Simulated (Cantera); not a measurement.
Charge: 1 mol H2O, 0.13 mol SO2, 0.23 mol H2, at 7.20 mbar.

Equilibrium computed with Cantera from the NASA thermochemical tables; the gas is ideal and each condensed phase is pure. Candidate condensed phases: H2O, H2SO4, S; 19 gas species. Rates play no part.

At 2350 K, list the 6 most abundant gas species with their mole fractions, and the condensed phases.

H2O 0.622, H2 0.167, SO2 0.0720, H 0.0600, OH 0.0386, SO 0.0155. Condensed: gas only.
